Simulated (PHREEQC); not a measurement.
Make-up at 87 °C: 2.4 mmol/kgw HCl, 0.14 mmol/kgw Li2SO4 and 11 mmol/kgw NiSO4. Closed to the air; pH follows from the charge balance.

Model: ion-association model, wateq4f.dat, run in PHREEQC.

Precipitation was switched off in this run.

**Question.** Order these Ni species by the share of Ni that they hold, largest first: NiSO4, Ni+2, NiCl+.

**Answer.** Ni+2 (69 %), NiSO4 (30 %), NiCl+ (0.20 %)

**Question.** Order these S species by the share of S that they hold, largest first: HSO4-, NiSO4, SO4-2.

**Answer.** SO4-2 (57 %), NiSO4 (30 %), HSO4- (13 %)

The pH is 3.09 and the ionic strength 0.0305 mol/kgw. Away from 25 °C the constants follow the database's enthalpies or fits; those with neither stay at their 25 °C values.
